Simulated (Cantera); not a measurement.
An adiabatic, constant-volume homogeneous reactor starts with 3.17 % CO, 0.444 % H2, 3.49 % CH4, 19.6 % O2, 73.3 % N2, equivalence ratio 0.45, at 1600 K and 7500 Torr.

Computed with Cantera and GRI-Mech 3.0 (53 species, 325 reactions).

**Question.** Predict: time of steepest temperature rise; temperature at 0.300 s; equilibrium temperature; x(CO) at 0.300 s; x(H2) at 0.300 s; x(HCO) at 0.300 s; x(O2) at 0.300 s; x(NO) at 0.300 s.

**Answer.** 
```json
{
 "time_of_steepest_temperature_rise": "36.4 µs",
 "temperature at 0.300 s": "2678 K",
 "equilibrium_temperature": "2678 K",
 "x(CO) at 0.300 s": "0.00442 (gas-phase equilibrium 0.00442)",
 "x(H2) at 0.300 s": "0.000738 (gas-phase equilibrium 0.000738)",
 "x(HCO) at 0.300 s": "2.85e-9 (gas-phase equilibrium 2.85e-9)",
 "x(O2) at 0.300 s": "0.0980 (gas-phase equilibrium 0.0980)",
 "x(NO) at 0.300 s": "0.0203 (gas-phase equilibrium 0.0203)"
}
```
